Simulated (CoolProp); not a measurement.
CH3F (R41) at 293.15 K and 1.05 MPa is throttled through a valve to 0.342 MPa with no heat exchange. Each further row changes one setting.

The numbers come from the reference Helmholtz-energy equation of state, Lemmon 2006 in CoolProp. It is a short technical equation, of lower accuracy than the large ones.

```
case                       temperature change (K)  final density (kg/m³)
-------------------------  ----------------------  ---------------------
as stated                                     ___                    ___
outlet pressure 0.103 MPa                   -19.5                    ___
outlet pressure 0.445 MPa                     ___                    ___
```

Some entries are withheld; supply them.


- as stated, temperature change (K): -14.1
- as stated, final density (kg/m³): 5.20
- outlet pressure 0.103 MPa, final density (kg/m³): 1.56
- outlet pressure 0.445 MPa, temperature change (K): -11.9
- outlet pressure 0.445 MPa, final density (kg/m³): 6.79
